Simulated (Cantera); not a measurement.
An isothermal, constant-pressure homogeneous reactor starts with 61.3 % NO, 38.7 % N2, at 2000 K and 0.0132 atm.

Model: GRI-Mech 3.0 (53 species, 325 reactions), integrated in Cantera. Radical loss at walls, strong at low pressure, is not modelled.

x: mole fraction; the columns are a selection and need not sum to one.

```csv
t (s),x NO,x N2,x O2,x N2O,x O,x NO2
0.000300,0.613,0.387,3.27e-9,1.74e-6,___,2.40e-9
0.000708,0.613,0.387,1.83e-8,4.08e-6,___,1.30e-8
0.00167,0.613,0.387,1.03e-7,9.48e-6,___,6.88e-8
0.00395,0.613,0.387,5.88e-7,2.16e-5,___,3.37e-7
0.00932,0.613,0.387,3.49e-6,4.66e-5,___,1.43e-6
0.0220,0.613,0.387,2.25e-5,8.98e-5,___,4.71e-6
0.0520,0.613,0.387,0.000152,0.000134,___,1.06e-5
0.123,0.611,0.388,0.000856,0.000138,___,1.57e-5
0.290,0.606,0.390,0.00326,0.000126,___,1.95e-5
0.684,0.593,0.396,0.00951,0.000116,___,2.56e-5
1.61,0.561,0.412,0.0255,9.65e-5,___,3.66e-5
3.81,0.479,0.453,0.0663,6.23e-5,___,5.08e-5
9.00,0.301,0.542,0.155,2.10e-5,___,5.02e-5
```

Fill in the missing entries.


- 0.000300, x O: 1.75e-6
- 0.000708, x O: 4.16e-6
- 0.00167, x O: 9.94e-6
- 0.00395, x O: 2.41e-5
- 0.00932, x O: 6.02e-5
- 0.0220, x O: 0.000156
- 0.0520, x O: 0.000383
- 0.123, x O: 0.000698
- 0.290, x O: 0.000864
- 0.684, x O: 0.000990
- 1.61, x O: 0.00124
- 3.81, x O: 0.00170
- 9.00, x O: 0.00238
